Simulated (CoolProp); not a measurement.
Saturation properties of hydrogen chloride.

The numbers come from the reference Helmholtz-energy equation of state, Thol 2018 in CoolProp.

```csv
T (K),p (MPa),liquid density (kg/m³),vapour density (kg/m³)
221.2,0.4876,1098,10.56
230.7,0.7009,1071,14.92
240.2,0.9778,1043,20.59
249.7,1.329,1012,27.87
259.3,1.771,979.7,37.28
268.8,2.307,944.8,49.19
278.3,2.955,906.6,64.50
287.8,3.729,863.7,84.53
297.4,4.657,813.6,111.9
306.9,5.741,752.6,151.0
```

It boils at 188.2 K under 1 atm.
